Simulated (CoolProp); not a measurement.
Vapour-liquid equilibrium of hydrogen sulfide (1) + propane (2) at 205.9 K; x and y are mole fractions of (1).

Computed with CoolProp (multi-fluid Helmholtz-energy mixture model, Lemmon 2006 and Lemmon 2009; pair parameters Kunz 2012).

```tsv
x	bubble pressure (kPa)	y at the bubble point	dew pressure at overall composition x (kPa)	liquid density (mol/L)
0.05	42.64	0.355	30.04	14.10
0.125	57.23	0.546	32.41	14.60
0.2	66.40	0.628	35.17	15.19
0.275	72.01	0.671	38.43	15.86
0.35	75.34	0.697	42.34	16.63
0.425	77.26	0.713	47.08	17.51
0.5	78.36	0.724	52.92	18.51
0.575	79.02	0.732	60.20	19.62
0.65	79.47	0.741	69.19	20.86
0.725	79.76	0.753	78.48	22.23
0.8	79.73	0.773	79.13	23.72
0.875	78.78	0.811	76.19	25.33
0.95	75.44	0.891	72.65	27.04
```

y crosses x between x = 0.725 and 0.8: the model has an azeotrope there.

The pair parameters rest on a limited set of measurements; away from them the model extrapolates. With so large a gap from Raoult's law the liquid may split in two, which this calculation doesn't test in full.
